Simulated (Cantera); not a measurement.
Input (Python, Cantera) and output of one run.

```python
import numpy as np
import cantera as ct

gas_names = """
    H HO2 H2 H2O H2O2 O OH O2 O3 Si SiH SiH2 SiH3 SiH4 SiO SiO2 Si2 Si3
""".split()
cond_names = """
    H2O(s) H2O(L) Si(cr) Si(L) SiO2(Lqz) SiO2(hqz) SiO2(L)
""".split()


def load(file, names, dense=False):
    # The tables refer to 1 bar. Condensed volumes are neglected.
    table = {s.name: s for s in ct.Species.list_from_file(file)}
    out = []
    for n in names:
        d = dict(table[n].input_data)
        d["thermo"] = dict(d["thermo"], **{"reference-pressure": 1e5})
        if dense:
            d["equation-of-state"] = {"model": "constant-volume", "density": "1e6 g/cm^3"}
        out.append(ct.Species.from_dict(d))
    return out


gas = ct.Solution(thermo="ideal-gas", species=load("nasa_gas.yaml", gas_names))
cond = {s.name: ct.Solution(thermo="fixed-stoichiometry", species=[s], name=s.name)
        for s in load("nasa_condensed.yaml", cond_names, dense=True)}
atoms = {
    'Si': {'Si': 1},
    'O2': {'O': 2},
    'H2': {'H': 2},
}
top_T = {}  # K; cautious upper limits of use, not melting points


def equilibrate(T, P, feed):
    n = {}
    for name, mol in feed.items():
        for a, k in atoms[name].items():
            n[a] = n.get(a, 0.0) + k * mol
    gas.TPX = T, P, n
    mass = sum(n.values()) * gas.mean_molecular_weight
    gas.equilibrate("TP")
    valid = [c for c in cond.values() if c.min_temp <= T <= top_T.get(c.name, c.max_temp)]
    mix = ct.Mixture([(gas, mass / gas.mean_molecular_weight)] + [(c, 0.0) for c in valid])
    mix.T, mix.P = T, P
    mix.equilibrate("TP", solver="vcs", rtol=1e-11, max_steps=5000)
    return mix


results = []
feed = {'Si': 1, 'O2': 0.97, 'H2': 130}  # mol
T = 1175  # K
P = 230  # Pa
mix = equilibrate(T, P, feed)
results.append((T, P, feed, dict(zip(mix.species_names, mix.species_moles))))
x = sorted(zip(gas.X, gas.species_names), reverse=True)
print(f"T = {T:g} K  P = {P:g} Pa  gas = {mix.phase_moles(0):.4g} mol")
print("   x: " + "  ".join(f"{s} {v:.3e}" for v, s in x if v > 1e-06))
print("   condensed (mol): " + ("  ".join(f"{mix.phase(i).name} {mix.phase_moles(i):.4g}"
      for i in range(1, mix.n_phases) if mix.phase_moles(i) > 1e-12) or "none"))
```

Output:

```
T = 1175 K  P = 230 Pa  gas = 130 mol
   x: H2 9.999e-01  SiO 1.118e-04  H 2.556e-06
   condensed (mol): Si(cr) 0.02274  SiO2(hqz) 0.9627
```

These are equilibrium values from Cantera (NASA tables, ideal gas, pure condensed phases), not measurements of a reactor. Mutual solubility and eutectic melting of coexisting phases are not modelled. The tables hold silica as quartz up to 1696 K and as liquid above; real silica turns to tridymite and cristobalite and melts near 1996 K.
